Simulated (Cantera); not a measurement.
A freely propagating, adiabatic, planar premixed flame of 41.2 % H₂, 14.7 % O₂, 44.1 % N₂, unburnt at 700 K and 7.80 atm; mixture-averaged transport, grid criteria slope 0.08 and curve 0.16, no radiation.

Computed with Cantera and the H2/O2 subset of GRI-Mech 3.0, which has no nitrogen chemistry. The hydrogen kinetics of GRI-Mech 3.0 are dated; newer H2 mechanisms differ, most at raised pressure. Burning velocities carry a grid error of a few per cent, more on coarse grids.

x: mole fraction of selected species; z is measured from the peak of heat release.

| z (mm) | T (K) | u (m/s) | x H₂ | x O₂ | x OH | x HO₂ | x H | x O |
|---|---|---|---|---|---|---|---|---|
| -0.0977 | 700 | 14.1 | 0.412 | 0.147 | <1e-8 | <1e-8 | <1e-8 | <1e-8 |
| -0.0651 | 700 | 14.1 | 0.412 | 0.147 | <1e-8 | <1e-8 | <1e-8 | <1e-8 |
| -0.0489 | 700 | 14.1 | 0.412 | 0.147 | <1e-8 | ? | <1e-8 | <1e-8 |
| -0.0326 | 700 | 14.1 | 0.412 | 0.147 | <1e-8 | ? | 3.78e-8 | 1.51e-8 |
| -0.0163 | 731 | 14.6 | 0.405 | 0.148 | 5.88e-5 | ? | 0.000152 | 1.28e-5 |
| -0.00814 | 999 | 19.3 | 0.364 | 0.142 | 0.00141 | ? | 0.00555 | 0.000486 |
| 0 | 1496 | 27.9 | 0.267 | 0.102 | 0.00495 | ? | 0.0317 | 0.00397 |
| 0.00814 | 1864 | 34.2 | 0.176 | 0.0458 | 0.0115 | ? | 0.0575 | 0.00690 |
| 0.0163 | 2054 | 37.4 | 0.139 | 0.0191 | 0.0160 | ? | 0.0629 | 0.00695 |
| 0.0326 | 2237 | 40.3 | 0.128 | 0.00710 | 0.0186 | ? | 0.0544 | 0.00568 |
| 0.0651 | 2405 | 42.8 | 0.129 | 0.00395 | 0.0176 | ? | 0.0403 | 0.00370 |
| 0.130 | 2549 | 44.9 | 0.131 | 0.00220 | 0.0146 | ? | 0.0276 | 0.00203 |
| 0.261 | 2656 | 46.3 | 0.132 | 0.00108 | 0.0111 | ? | 0.0183 | 0.000985 |

Task: Fill in the missing entries.

Result: 
- -0.0489, x HO₂: 3.23e-8
- -0.0326, x HO₂: 2.32e-6
- -0.0163, x HO₂: 0.000595
- -0.00814, x HO₂: 0.00101
- 0, x HO₂: 0.000496
- 0.00814, x HO₂: 0.000202
- 0.0163, x HO₂: 7.81e-5
- 0.0326, x HO₂: 2.67e-5
- 0.0651, x HO₂: 1.34e-5
- 0.130, x HO₂: 6.69e-6
- 0.261, x HO₂: 2.90e-6
